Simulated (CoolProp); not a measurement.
Model: reference Helmholtz-energy equation of state, Thol 2012, in CoolProp.

**Question.** For benzene, give the phase and the density (kg/m³), expansivity (1/kK), Prandtl number at 346.85 °C and 1.78 MPa; 346.85 °C and 2.23 MPa.

**Answer.** 
- 346.85 °C and 1.78 MPa: gas; density 29.8, expansivity 2.25, Prandtl number 0.765
- 346.85 °C and 2.23 MPa: gas; density 38.3, expansivity 2.47, Prandtl number 0.769

Viscosity comes from a separate model (Avgeri 2014). Thermal conductivity comes from a separate model (Assael 2012).
